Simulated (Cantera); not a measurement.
An isothermal, constant-pressure homogeneous reactor starts with 18.9 % NH₃, 81.1 % N₂, at 2050 K and 1.01 bar.

Cantera simulation using the gas-phase N/H chemistry of the illustrative SiF4/NH3 mechanism in the Surface Chemkin manual (1991); the numbers are that mechanism's predictions, not measurements. Walls and surfaces, which speed up NH3 decomposition in real reactors, are not modelled.

x: mole fraction; the columns are a selection and need not sum to one.

```json
[
 {"t (s)": "0.000400", "x NH₃": "0.185", "x H₂": "0.00351", "x N₂": "0.810", "x NH": "7.75e-6", "x H": "(withheld)", "x N": "8.64e-8"},
 {"t (s)": "0.000957", "x NH₃": "0.181", "x H₂": "0.00944", "x N₂": "0.809", "x NH": "9.13e-6", "x H": "(withheld)", "x N": "2.09e-7"},
 {"t (s)": "0.00229", "x NH₃": "0.170", "x H₂": "0.0228", "x N₂": "0.806", "x NH": "1.08e-5", "x H": "(withheld)", "x N": "4.53e-7"},
 {"t (s)": "0.00547", "x NH₃": "0.148", "x H₂": "0.0511", "x N₂": "0.801", "x NH": "1.20e-5", "x H": "(withheld)", "x N": "7.76e-7"},
 {"t (s)": "0.0131", "x NH₃": "0.107", "x H₂": "0.102", "x N₂": "0.790", "x NH": "1.18e-5", "x H": "(withheld)", "x N": "1.04e-6"},
 {"t (s)": "0.0313", "x NH₃": "0.0527", "x H₂": "0.171", "x N₂": "0.776", "x NH": "9.51e-6", "x H": "(withheld)", "x N": "1.15e-6"},
 {"t (s)": "0.0748", "x NH₃": "0.0119", "x H₂": "0.223", "x N₂": "0.765", "x NH": "5.36e-6", "x H": "(withheld)", "x N": "1.06e-6"},
 {"t (s)": "0.179", "x NH₃": "0.000910", "x H₂": "0.236", "x N₂": "0.762", "x NH": "1.41e-6", "x H": "(withheld)", "x N": "5.19e-7"},
 {"t (s)": "0.428", "x NH₃": "0.000132", "x H₂": "0.237", "x N₂": "0.762", "x NH": "2.61e-7", "x H": "0.00110", "x N": "1.09e-7"},
 {"t (s)": "1.02", "x NH₃": "4.11e-5", "x H₂": "0.237", "x N₂": "0.761", "x NH": "8.16e-8", "x H": "0.00110", "x N": "3.42e-8"},
 {"t (s)": "2.45", "x NH₃": "1.55e-5", "x H₂": "0.237", "x N₂": "0.761", "x NH": "3.08e-8", "x H": "0.00111", "x N": "1.29e-8"},
 {"t (s)": "5.85", "x NH₃": "6.38e-6", "x H₂": "0.237", "x N₂": "0.761", "x NH": "1.27e-8", "x H": "0.00111", "x N": "5.32e-9"},
 {"t (s)": "14.0", "x NH₃": "3.00e-6", "x H₂": "0.237", "x N₂": "0.761", "x NH": "5.96e-9", "x H": "0.00111", "x N": "2.50e-9"},
 {"t (s)": "33.5", "x NH₃": "2.00e-6", "x H₂": "0.237", "x N₂": "0.761", "x NH": "3.98e-9", "x H": "0.00111", "x N": "1.67e-9"},
 {"t (s)": "80.0", "x NH₃": "1.89e-6", "x H₂": "0.237", "x N₂": "0.761", "x NH": "3.76e-9", "x H": "0.00111", "x N": "1.58e-9"}
]
```

**Question.** Fill in the missing entries.

**Answer.** 
- 0.000400, x H: 6.64e-6
- 0.000957, x H: 1.40e-5
- 0.00229, x H: 2.92e-5
- 0.00547, x H: 6.06e-5
- 0.0131, x H: 0.000125
- 0.0313, x H: 0.000251
- 0.0748, x H: 0.000499
- 0.179, x H: 0.000972
